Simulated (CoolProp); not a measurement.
c-C4F8 (RC318) along the isobar 0.424 MPa: density (kg/m³) from the reference equation and from simpler models built on Tc = 388.4 K, pc = 2.778 MPa, ω = 0.355; each cubic takes its own stable root.

Model: reference Helmholtz-energy equation of state, Platzer 1990, in CoolProp. This equation is an older, rougher fit; its heat capacities, sound speeds and derivatives of the liquid may be far off and weren't checked against measurements.

| T (K) | phase | reference | Redlich-Kwong | Peng-Robinson |
|---|---|---|---|---|
| 258.3 | liquid | 1648 | 1478 | 1759 |
| 268.6 | liquid | 1612 | 1439 | 1720 |
| 278.9 | liquid | 1574 | 1397 | 1678 |
| 289.2 | liquid | 1535 | 1353 | 1632 |
| 299.5 | liquid | 1494 | [?] | 1581 |
| 309.8 | gas | 37.55 | 36.89 | 37.79 |
| 320.1 | gas | 35.73 | 35.29 | 36.01 |
| 330.4 | gas | 34.13 | 33.85 | [?] |
| 340.7 | gas | 32.72 | [?] | 33.02 |
| 351 | gas | 31.45 | 31.36 | 31.74 |
| 361.3 | gas | 30.30 | 30.26 | [?] |
| 371.6 | gas | 29.25 | 29.25 | 29.50 |

Problem. Complete the blanks.

Solution. 
- 299.5, Redlich-Kwong: 38.67
- 330.4, Peng-Robinson: 34.44
- 340.7, Redlich-Kwong: 32.55
- 361.3, Peng-Robinson: 30.57

At some of these states Redlich-Kwong gives the other phase, because its saturation line lies elsewhere.
